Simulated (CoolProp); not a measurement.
Vapour-liquid equilibrium of n-heptane (1) + m-xylene (2) at 86.65 °C; x and y are mole fractions of (1).

Model: multi-fluid Helmholtz-energy mixture model, Span 2003 and Zhou 2012; pair parameters Bell 2016, in CoolProp.

| x | bubble pressure, mixture model (kPa) | bubble pressure, Raoult's law (kPa) | y, mixture model | y, Raoult's law |
|---|---|---|---|---|
| 0.05 | 23.12 | 22.00 | 0.198 | 0.161 |
| 0.125 | 28.14 | 25.86 | 0.388 | 0.342 |
| 0.2 | 32.67 | 29.71 | 0.512 | 0.477 |
| 0.275 | 36.84 | 33.57 | 0.602 | 0.580 |
| 0.35 | 40.73 | 37.42 | 0.671 | 0.662 |
| 0.425 | 44.42 | 41.27 | 0.728 | 0.729 |
| 0.5 | 47.97 | 45.13 | 0.776 | 0.785 |
| 0.575 | 51.43 | 48.98 | 0.818 | 0.831 |
| 0.65 | 54.84 | 52.84 | 0.855 | 0.871 |
| 0.725 | 58.23 | 56.69 | 0.890 | 0.906 |
| 0.8 | 61.62 | 60.55 | 0.922 | 0.936 |
| 0.875 | 65.04 | 64.40 | 0.952 | 0.962 |
| 0.95 | 68.49 | 68.26 | 0.981 | 0.986 |

The largest gap from Raoult's law is +10.0 % in bubble pressure, at x = 0.2. No azeotrope shows between x = 0.05 and 0.95.

Pair parameters are fitted to limited data, so mixtures are less certain than the pure fluids.
